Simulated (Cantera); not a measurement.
Cantera run, input and output.

```python
import numpy as np
import cantera as ct

gas = ct.Solution("gri30.yaml")
gas.TPX = 1400, 1800000, {'CH4': 1, 'H2': 0.08, 'O2': 1.7, 'N2': 6.39}
reactor = ct.IdealGasConstPressureReactor(gas, energy="on", clone=False)
net = ct.ReactorNet([reactor])
net.rtol, net.atol = 1e-08, 1e-16
show = ['CH4', 'H2', 'O2', 'C2H2', 'C2H', 'HCO', 'H']
times = np.geomspace(2e-06, 0.3, 11)

steps = ct.SolutionArray(gas, extra=["t"])
rows = []
print(f"{'t/s':>10s}{'T/K':>9s}{'P/Pa':>11s}" + "".join(f"{s:>11s}" for s in show))
for t in times:
    while net.time < t:
        t_next = net.step()
        steps.append(gas.state, t=t_next)
    rows.append([np.interp(t, steps.t, y) for y in (steps.T, steps.P, *steps(*show).X.T)])
    print(f"{t:10.3e}{rows[-1][0]:9.1f}{rows[-1][1]:11.4g}" + "".join(f"{x:11.3e}" for x in rows[-1][2:]))
rate = np.gradient(steps.T, steps.t)
print("integrator steps:", len(steps.t))
if steps.T.max() > steps.T[0] + 200:
    print(f"time of steepest temperature rise: {steps.t[rate.argmax()]:.4e} s")
gas.TPX = 1400, 1800000, {'CH4': 1, 'H2': 0.08, 'O2': 1.7, 'N2': 6.39}
gas.equilibrate("HP")
print(f"equilibrium (HP): T = {gas.T:.1f} K  " + "  ".join(f"{s} {gas[s].X[0]:.3e}" for s in show))
```

Result:

```
       t/s      T/K       P/Pa        CH4         H2         O2       C2H2        C2H        HCO          H
 2.000e-06   1400.0    1.8e+06  1.090e-01  8.724e-03  1.854e-01  6.788e-17  5.223e-26  3.480e-13  4.976e-09
 6.586e-06   1400.0    1.8e+06  1.090e-01  8.723e-03  1.854e-01  2.017e-14  7.661e-23  6.973e-12  1.986e-08
 2.169e-05   1400.3    1.8e+06  1.089e-01  8.707e-03  1.853e-01  2.874e-11  8.839e-19  4.955e-10  1.562e-07
 7.143e-05   1407.6    1.8e+06  1.075e-01  8.631e-03  1.843e-01  1.821e-08  1.987e-15  1.569e-08  4.724e-07
 2.352e-04   2907.1    1.8e+06  1.451e-12  2.728e-02  2.657e-03  2.659e-15  6.717e-17  3.786e-07  4.609e-03
 7.746e-04   2896.2    1.8e+06  1.644e-12  2.802e-02  2.318e-03  2.957e-15  6.998e-17  3.797e-07  4.512e-03
 2.551e-03   2896.2    1.8e+06  1.644e-12  2.802e-02  2.317e-03  2.957e-15  6.999e-17  3.797e-07  4.512e-03
 8.400e-03   2896.2    1.8e+06  1.644e-12  2.802e-02  2.317e-03  2.957e-15  6.999e-17  3.797e-07  4.512e-03
 2.766e-02   2896.2    1.8e+06  1.644e-12  2.802e-02  2.317e-03  2.957e-15  6.999e-17  3.797e-07  4.512e-03
 9.110e-02   2896.2    1.8e+06  1.644e-12  2.802e-02  2.317e-03  2.957e-15  6.999e-17  3.797e-07  4.512e-03
 3.000e-01   2896.2    1.8e+06  1.644e-12  2.802e-02  2.317e-03  2.957e-15  6.999e-17  3.797e-07  4.512e-03
integrator steps: 1976
time of steepest temperature rise: 1.8477e-04 s
equilibrium (HP): T = 2896.2 K  CH4 1.939e-12  H2 2.802e-02  O2 2.317e-03  C2H2 3.165e-15  C2H 7.489e-17  HCO 3.797e-07  H 4.512e-03
```

Cantera simulation using GRI-Mech 3.0 (53 species, 325 reactions); the numbers are that mechanism's predictions, not measurements. The pressure lies above the range GRI-Mech 3.0 was tuned for (to about 10 atm).
